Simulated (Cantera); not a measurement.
An adiabatic, constant-volume homogeneous reactor starts with H2 : O2 : N2 = 1 : 0.417 : 1.57 (molar parts), at 1100 K and 100000 Pa.

Computed with Cantera and the H2/O2 subset of GRI-Mech 3.0, which has no nitrogen chemistry.

**Question.** Predict: time of steepest temperature rise; temperature at 7.00 s; equilibrium temperature; x(H2) at 7.00 s; x(O2) at 7.00 s; x(H) at 7.00 s; x(H2O2) at 7.00 s; x(O) at 7.00 s.

**Answer.** 
* **time of steepest temperature rise**: 88.7 µs
* **temperature at 7.00 s**: 2954 K
* **equilibrium temperature**: 2954 K
* **x(H2) at 7.00 s**: 0.0812 (gas-phase equilibrium 0.0812)
* **x(O2) at 7.00 s**: 0.00667 (gas-phase equilibrium 0.00667)
* **x(H) at 7.00 s**: 0.0253 (gas-phase equilibrium 0.0253)
* **x(H2O2) at 7.00 s**: 5.45e-7 (gas-phase equilibrium 5.45e-7)
* **x(O) at 7.00 s**: 0.00510 (gas-phase equilibrium 0.00510)
